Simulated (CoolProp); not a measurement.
Properties of R1234ze(E) along the isobar 6.29 MPa (Tc = 382.5 K, pc = 3.635 MPa, ω = 0.313).

Model: reference Helmholtz-energy equation of state, Thol 2016, in CoolProp.

| T (K) | phase | speed of sound (m/s) | Joule-Thomson coefficient (K/MPa) |
|---|---|---|---|
| 212.2 | liquid | 944.6 | -0.3682 |
| 225.2 | liquid | 888.4 | -0.3530 |
| 238.2 | liquid | 833.5 | -0.3339 |
| 251.2 | liquid | 779.5 | -0.3101 |
| 264.2 | liquid | 726.3 | -0.2809 |
| 277.2 | liquid | 673.8 | -0.2449 |
| 290.2 | liquid | 622.0 | -0.2001 |
| 303.1 | liquid | 571.1 | -0.1439 |
| 316.1 | liquid | 519.9 | -0.07041 |
| 329.1 | liquid | 468.2 | 0.02746 |
